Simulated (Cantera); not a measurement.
A Cantera script and its output.

```python
import numpy as np
import cantera as ct

gas = ct.Solution("gri30.yaml")
gas.TPX = 1200, 1100000, {'CO': 1, 'H2': 0.073, 'O2': 1.63, 'N2': 6.11}
reactor = ct.IdealGasConstPressureReactor(gas, energy="on", clone=False)
net = ct.ReactorNet([reactor])
net.rtol, net.atol = 1e-08, 1e-16
show = ['CO', 'H2', 'O2', 'CO2', 'OH', 'O']
times = np.geomspace(2e-06, 0.3, 14)

steps = ct.SolutionArray(gas, extra=["t"])
rows = []
print(f"{'t/s':>10s}{'T/K':>9s}{'P/Pa':>11s}" + "".join(f"{s:>11s}" for s in show))
for t in times:
    while net.time < t:
        t_next = net.step()
        steps.append(gas.state, t=t_next)
    rows.append([np.interp(t, steps.t, y) for y in (steps.T, steps.P, *steps(*show).X.T)])
    print(f"{t:10.3e}{rows[-1][0]:9.1f}{rows[-1][1]:11.4g}" + "".join(f"{x:11.3e}" for x in rows[-1][2:]))
rate = np.gradient(steps.T, steps.t)
print("integrator steps:", len(steps.t))
if steps.T.max() > steps.T[0] + 200:
    print(f"time of steepest temperature rise: {steps.t[rate.argmax()]:.4e} s")
gas.TPX = 1200, 1100000, {'CO': 1, 'H2': 0.073, 'O2': 1.63, 'N2': 6.11}
gas.equilibrate("HP")
print(f"equilibrium (HP): T = {gas.T:.1f} K  " + "  ".join(f"{s} {gas[s].X[0]:.3e}" for s in show))
```

Output:

```
       t/s      T/K       P/Pa         CO         H2         O2        CO2         OH          O
 2.000e-06   1200.0    1.1e+06  1.135e-01  8.283e-03  1.850e-01  3.569e-08  3.241e-09  1.880e-08
 5.003e-06   1200.0    1.1e+06  1.135e-01  8.283e-03  1.850e-01  1.591e-07  9.440e-09  4.243e-08
 1.251e-05   1200.0    1.1e+06  1.135e-01  8.282e-03  1.850e-01  1.098e-06  3.685e-08  1.239e-07
 3.130e-05   1200.2    1.1e+06  1.135e-01  8.271e-03  1.849e-01  1.920e-05  4.307e-07  1.209e-06
 7.828e-05   1215.0    1.1e+06  1.123e-01  7.544e-03  1.840e-01  1.288e-03  1.316e-05  2.472e-05
 1.958e-04   1678.4    1.1e+06  5.931e-02  9.433e-05  1.559e-01  5.770e-02  8.261e-04  3.114e-03
 4.898e-04   2135.2    1.1e+06  5.709e-04  6.733e-06  1.320e-01  1.202e-01  6.039e-04  2.429e-04
 1.225e-03   2137.0    1.1e+06  3.872e-04  5.421e-06  1.320e-01  1.204e-01  5.486e-04  1.972e-04
 3.064e-03   2136.8    1.1e+06  3.867e-04  5.415e-06  1.319e-01  1.204e-01  5.481e-04  1.969e-04
 7.664e-03   2136.3    1.1e+06  3.856e-04  5.401e-06  1.318e-01  1.204e-01  5.470e-04  1.963e-04
 1.917e-02   2135.3    1.1e+06  3.830e-04  5.369e-06  1.316e-01  1.204e-01  5.443e-04  1.947e-04
 4.795e-02   2132.8    1.1e+06  3.769e-04  5.295e-06  1.310e-01  1.204e-01  5.381e-04  1.911e-04
 1.199e-01   2128.0    1.1e+06  3.654e-04  5.153e-06  1.299e-01  1.204e-01  5.262e-04  1.842e-04
 3.000e-01   2122.1    1.1e+06  3.517e-04  4.984e-06  1.286e-01  1.204e-01  5.119e-04  1.761e-04
integrator steps: 1496
time of steepest temperature rise: 2.0273e-04 s
equilibrium (HP): T = 2119.5 K  CO 3.459e-04  H2 4.913e-06  O2 1.281e-01  CO2 1.204e-01  OH 5.058e-04  O 1.727e-04
```

Detailed kinetics in Cantera: GRI-Mech 3.0 (53 species, 325 reactions). The hydrogen kinetics of GRI-Mech 3.0 are dated; newer H2 mechanisms differ, most at raised pressure.
